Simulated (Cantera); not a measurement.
A perfectly stirred reactor is fed with 35.7 % NO, 64.3 % N₂, at 1.00 bar; it is held at 1900 K, and followed from long to short residence time.

Cantera simulation using GRI-Mech 3.0 (53 species, 325 reactions); the numbers are that mechanism's predictions, not measurements.

x: mole fraction; the columns are a selection and need not sum to one.

| τ (s) | x NO | x O | x NO₂ | x N₂O | x O₂ |
|---|---|---|---|---|---|
| 8.9 | 0.103 | 0.000108 | 0.000165 | 4.73e-6 | 0.127 |
| 3.8 | 0.159 | 9.58e-5 | 0.000226 | 1.10e-5 | 0.0989 |
| 1.6 | 0.223 | 8.00e-5 | 0.000263 | 2.16e-5 | 0.0668 |
| 0.68 | ___ | ___ | 0.000256 | ___ | ___ |
| 0.29 | 0.318 | 4.74e-5 | 0.000217 | 4.46e-5 | 0.0194 |
| 0.12 | 0.340 | 3.58e-5 | 0.000173 | 5.11e-5 | 0.00859 |
| 0.052 | 0.349 | ___ | ___ | 5.39e-5 | ___ |
| 0.022 | 0.354 | 2.51e-5 | 0.000123 | 5.42e-5 | 0.00155 |
| 0.0093 | 0.356 | 2.26e-5 | 0.000110 | 5.23e-5 | 0.000608 |

Question: Some entries are withheld; supply them.

Answer: 
- 0.68, x NO: 0.279
- 0.68, x O: 6.27e-5
- 0.68, x N₂O: 3.42e-5
- 0.68, x O₂: 0.0386
- 0.052, x O: 2.91e-5
- 0.052, x NO₂: 0.000142
- 0.052, x O₂: 0.00377
